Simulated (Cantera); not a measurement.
Input: 1 mol BF3, 1.1 mol NH3, 14 mol N2, held at 1102 °C and 1.00 bar.

Cantera equilibrium calculation (NASA polynomials, part measured and part estimated; ideal gas, pure solids and liquids). Candidate condensed phases: B, BN; 31 gas species. The tables' values for BF2 are old estimates; treat these amounts as uncertain. Kinetics and transport are ignored.

Base state: N2 0.844, H2 0.0910, BF3 0.0548, HF 0.00974, BHF2 0.000161, BF2 1.27e-5 (mole fractions); condensed: BN(s).

Question: What changes in the equilibrium state with this change: NH3 from 1.1 to 11 mol?

Answer: 
```
species       before     after
----------  --------  --------
N2             0.844     0.525
H2            0.0910     0.439
BF3           0.0548    0.0220
HF           0.00974    0.0146
NH3          2.35e-6   1.96e-5
BF2          1.27e-5   7.47e-6
BHF2        0.000161  0.000208
BN(s), mol    0.0548     0.177
```

Question: What changes in the equilibrium state with this change: NH3 from 1.1 to 24 mol?

Answer: 
```csv
species,before,after
H2,0.0910,0.565
N2,0.844,0.411
HF,0.00974,0.0128
BF3,0.0548,0.0115
NH3,2.35e-6,2.54e-5
BF2,1.27e-5,5.05e-6
"BN(s), mol",0.0548,0.265
```
